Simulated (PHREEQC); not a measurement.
1 kg of water meets 20 L of dry gas (O2 1 by moles) at fixed total pressure, at 10 °C; fugacities by Peng-Robinson. The gases take part in no redox reaction, some water evaporates into the gas, and hydrates or a liquid gas phase aren't modelled. Precipitation was switched off in this run.

Equilibrium calculation in PHREEQC: ion-association model, phreeqc.dat.

Q: Predict dissolved O2 (mol/kgw) at P (atm) = 5, 30.

A: 
```csv
P (atm),dissolved O2 (mol/kgw)
5,0.00846
30,0.0480
```

Constants without temperature data keep their 25 °C values here.
